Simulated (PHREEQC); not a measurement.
2.2 g of hydrous ferric oxide (600 m²/g; 0.2 weak and 0.005 strong sites per Fe, Dzombak-Morel constants, diffuse double layer) in 1 kg of water with 0.05 mol/kgw of an inert sodium salt and 0.8 mmol/kgw CaCl2, 3.4 mmol/kgw SrCl2 and 0.32 mmol/kgw NaF, at 25 °C; the pH is set by adding NaOH or the inert anion's acid. Oxygen is held at 0.21 atm. CO2 from the air is kept out. No solid was allowed to form.

The series has 13 steps of pH, from 4 to 12.

Model: ion-association model, wateq4f.dat, run in PHREEQC.

### Question
Near which pH is half of the Ca sorbed, and on which side is more sorbed?

### Answer
Near pH 8.7, with more sorbed at higher pH.

### Question
Near which pH is half of the Sr sorbed, and on which side is more sorbed?

### Answer
Near pH 10.2, with more sorbed at higher pH.

### Question
Near which pH is half of the F sorbed, and on which side is more sorbed?

### Answer
Near pH 7.0, with more sorbed at lower pH.
